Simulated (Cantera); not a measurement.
Charge: 1 mol n-butane, 5.7 mol CO2, equilibrated at 975 K and 5.70 mbar.

Equilibrium computed with Cantera from the NASA thermochemical tables; the gas is ideal and each condensed phase is pure. Candidate condensed phases: C, C6H6, C7H8, C8H18, H2O; 110 gas species. Rates play no part.

Q: What is the equilibrium state?

A: 
```json
{
  "x(CO)": "0.574",
  "x(H2)": "0.311",
  "x(CO2)": "0.0864",
  "x(H2O)": "0.0293",
  "x(CH4)": "1.44e-6",
  "gas_amount": "14.70 mol",
  "log10 activity of C(graphite) (absent)": "-1.68"
}
```
